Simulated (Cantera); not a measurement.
Charge: 1 mol SiH₂Cl₂, 0.57 mol N₂, 63 mol H₂, equilibrated at 1175 K and 47.0 mbar.

Method: chemical equilibrium by Gibbs-energy minimisation in Cantera with the NASA 1993 tables (ideal gas, pure condensed phases). N₂ is the only nitrogen source here; it is nearly inert below about 1500 K, so the nitride shown seldom forms there in practice. The tables' values for SiCl₃ are old estimates; treat these amounts as uncertain. Kinetics and transport are ignored.

| species | before | after |
|---|---|---|
| H₂ | 0.973 | 0.943 |
| HCl | 0.0248 | 0.0544 |
| SiCl₄ | 0.000441 | 0.00104 |
| N₂ | 4.07e-7 | 1.36e-5 |
| SiH₂Cl₂ | 4.83e-5 | 2.23e-5 |
| SiCl₂ | 0.00111 | 0.000529 |
| SiCl₃ | 0.000224 | 0.000237 |
| SiHCl₃ | 0.000408 | 0.000425 |
| Si₃N₄(s), mol | 0.285 | 0.285 |
Gas species are given as mole fractions.

Problem. Which change was made?
A. temperature from 1175 K to 800 K
B. temperature from 1175 K to 1925 K
C. SiH₂Cl₂ replaced by SiCl₄
D. pressure from 47.0 mbar to 5.10 mbar

Solution. C, SiH₂Cl₂ replaced by SiCl₄
